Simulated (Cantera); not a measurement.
## Gas activation for diamond growth

An isothermal, constant-pressure homogeneous reactor starts with CH4 : H2 = 0.014 : 1 (molar parts), at 2225 K and 44.3 Torr.

Detailed kinetics in Cantera: GRI-Mech 3.0 (53 species, 325 reactions). GRI-Mech 3.0 stops at C3 and has no aromatics, soot or wall deposition, so with more carbon than oxygen in the feed, carbon stays in small species such as C2H2 where larger ones or solid carbon would form.

```csv
t (s),x CH4,x H2,x C2H6,x H,x C2H,x C2H2,x C2H4
3.00e-5,0.0137,0.986,2.80e-9,0.000261,<1e-12,1.00e-9,1.93e-8
0.000139,0.0135,0.985,5.54e-8,0.00124,1.89e-11,4.06e-7,1.23e-6
0.000646,0.0122,0.981,5.28e-7,0.00551,2.22e-8,0.000107,2.34e-5
0.00300,0.00562,0.975,3.59e-7,0.0145,1.74e-6,0.00316,2.17e-5
0.0139,0.000699,0.973,7.67e-9,0.0201,4.79e-6,0.00625,1.54e-6
0.0646,8.16e-5,0.969,1.26e-10,0.0244,6.21e-6,0.00666,8.82e-7
0.300,2.23e-5,0.967,1.13e-11,0.0264,6.76e-6,0.00669,8.30e-7
1.39,2.09e-5,0.967,1.01e-11,0.0264,6.77e-6,0.00670,8.29e-7
6.46,2.09e-5,0.967,1.01e-11,0.0264,6.77e-6,0.00670,8.29e-7
30.0,2.09e-5,0.967,1.01e-11,0.0264,6.77e-6,0.00670,8.29e-7
```
x: mole fraction; the columns are a selection and need not sum to one.

Equilibrium at this temperature and pressure: CH4 2.10e-5, H2 0.967, C2H6 1.02e-11, H 0.0264, C2H 6.77e-6, C2H2 0.00670, C2H4 8.29e-7 (gas phase only).
